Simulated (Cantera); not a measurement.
Stirred combustor or abatement burner

A perfectly stirred reactor is fed with 14.2 % CH4, 0.638 % H2, 17.9 % O2, 67.3 % N2, at 248 Torr; it is adiabatic with a 650 K inlet, and is followed from long to short residence time, starting on the burning branch (τ in s: 0.042, 0.017, 0.0067, 0.0026, 0.0011, 0.00042, 0.00017, 6.6e-05, 2.6e-05).

Model: GRI-Mech 3.0 (53 species, 325 reactions), integrated in Cantera.

```csv
τ (s),T (K),x CH4,x H2,x O2,x NO2,x C2H6
0.042,2059,0.000211,0.0975,0.000221,6.46e-10,1.89e-8
0.017,2054,0.000396,0.0964,0.000478,6.59e-10,7.30e-8
0.0067,2046,0.000774,0.0944,0.00109,6.42e-10,2.98e-7
0.0026,2030,0.00151,0.0910,0.00256,6.06e-10,1.21e-6
0.0011,1995,0.00287,0.0868,0.00580,6.45e-10,4.72e-6
0.00042,650,0.142,0.00638,0.179,<1e-12,<1e-12
0.00017,650,0.142,0.00638,0.179,<1e-12,<1e-12
6.6e-5,650,0.142,0.00638,0.179,<1e-12,<1e-12
2.6e-5,650,0.142,0.00638,0.179,<1e-12,<1e-12
```
x: mole fraction; the columns are a selection and need not sum to one.
